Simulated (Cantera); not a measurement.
Input: 1 mol Fe(CO)₅, 0.11 mol H₂, equilibrated at 0.0110 bar.

These are equilibrium values from Cantera (NASA tables, ideal gas, pure condensed phases), not measurements of a reactor. Candidate condensed phases: C, C₆H₆, C₇H₈, C₈H₁₈, Fe, Fe(CO)₅, FeO, Fe(OH)₂, Fe(OH)₃, Fe₂O₃, Fe₃O₄, H₂O; 114 gas species. Condensed phases not in the tables: cementite and carbon dissolved in iron. Rates play no part.

x: gas mole fraction; n: condensed amount in mol.

```csv
T (K),x CO,x CO₂,x H₂,x H₂O,n C(graphite),n Fe(α)
850,0.817,0.158,0.0235,0.00149,[?],1.00
875,0.884,0.0924,0.0226,0.000897,[?],1.00
900,0.925,0.0525,0.0221,0.000546,[?],1.00
925,0.948,0.0297,0.0218,0.000338,[?],1.00
950,0.961,0.0170,0.0217,0.000214,[?],1.00
975,0.968,0.00991,0.0216,0.000138,[?],1.00
1000,0.972,0.00590,0.0216,9.12e-5,[?],1.00
1025,0.975,0.00360,0.0215,6.13e-5,[?],1.00
1050,0.976,0.00224,0.0215,4.20e-5,[?],1.00
1075,0.977,0.00143,0.0215,2.92e-5,[?],1.00
1100,0.978,0.000928,0.0215,2.07e-5,[?],1.00
1125,0.978,0.000615,0.0215,1.49e-5,[?],1.00
1150,0.978,0.000415,0.0215,1.09e-5,[?],1.00
```

### Question
What belongs in the gaps?

### Answer

- 850, n C(graphite): 0.703
- 875, n C(graphite): 0.436
- 900, n C(graphite): 0.258
- 925, n C(graphite): 0.149
- 950, n C(graphite): 0.0865
- 975, n C(graphite): 0.0508
- 1000, n C(graphite): 0.0304
- 1025, n C(graphite): 0.0186
- 1050, n C(graphite): 0.0116
- 1075, n C(graphite): 0.00743
- 1100, n C(graphite): 0.00484
- 1125, n C(graphite): 0.00322
- 1150, n C(graphite): 0.00218
